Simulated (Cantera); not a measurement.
A closed system holds: 1 mol SiCl₄, 17 mol NO, 86 mol H₂, equilibrated at 110 Pa.

Method: chemical equilibrium by Gibbs-energy minimisation in Cantera with the NASA 1993 tables (ideal gas, pure condensed phases). Candidate condensed phases: H₂O, NH₄Cl, Si, SiO₂, Si₂N₂O, Si₃N₄; 47 gas species. The tables hold silica as quartz up to 1696 K and as liquid above; real silica turns to tridymite and cristobalite and melts near 1996 K. Kinetics and transport are ignored. All values below are at 1125 °C.

Base state: H₂ 0.715, H₂O 0.155, N₂ 0.0881, HCl 0.0414, H 0.000121 (mole fractions); condensed: SiO₂(β-quartz).

Task: What changes in the equilibrium state with this change: SiCl₄ replaced by HMDSO?

Result: 
```
species                before     after
-------------------  --------  --------
H₂                      0.715     0.797
N₂                     0.0881    0.0776
H₂O                     0.155    0.0709
CO                          0    0.0526
HCl                    0.0414         0
CO₂                         0   0.00217
H                    0.000121  0.000127
SiO₂(β-quartz), mol     1.000      2.00
```
The feed counts by its element totals alone. Further candidate phases: C, C₆H₆, C₇H₈, C₈H₁₈, SiC.
